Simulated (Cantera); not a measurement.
Charge: 1 mol SiH₄, 0.12 mol NO, 150 mol N₂, at 0.160 bar.

Method: chemical equilibrium by Gibbs-energy minimisation in Cantera with the NASA 1993 tables (ideal gas, pure condensed phases). Candidate condensed phases: H₂O, Si, SiO₂, Si₂N₂O, Si₃N₄; 35 gas species. Mutual solubility and eutectic melting of coexisting phases are not modelled. Kinetics and transport are ignored. All values below are at 1725 K.

Base state: N₂ 0.987, H₂ 0.0132, SiO 0.000149, H 5.33e-5 (mole fractions); condensed: Si₂N₂O(s) + Si₃N₄(s).

Problem. What changes in the equilibrium state with this change: pressure from 0.160 bar to 0.000620 bar?

Solution. 
```csv
species,before,after
N₂,0.987,0.984
H₂,0.0132,0.0127
Si,3.95e-7,0.00164
H,5.33e-5,0.000840
Si₂N,9.55e-9,3.95e-5
SiN,8.76e-8,2.26e-5
SiO,0.000149,0.000787
"Si₂N₂O(s), mol",0.0975,0
"Si₃N₄(s), mol",0.261,0
"Si(l), mol",0,0.611
```
The tables' values for SiN are old estimates; treat these amounts as uncertain.
